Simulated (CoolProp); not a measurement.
Computed with CoolProp (reference Helmholtz-energy equation of state, Tillner-Roth 1994).

Problem. For R134a, give the phase and the Z, cp (kJ/(kg K)), viscosity (µPa s), conductivity (mW/(m K)) at 116.45 °C and 23.4 MPa.

Solution. 
- 116.45 °C and 23.4 MPa: supercritical; Z 0.707, cp 1.46, viscosity 121, conductivity 69.3

Viscosity comes from a separate model (Huber 2003), an estimate that may be off by 10 % or more. Thermal conductivity comes from a separate model (McLinden 2000), an estimate that may be off by 10 % or more.
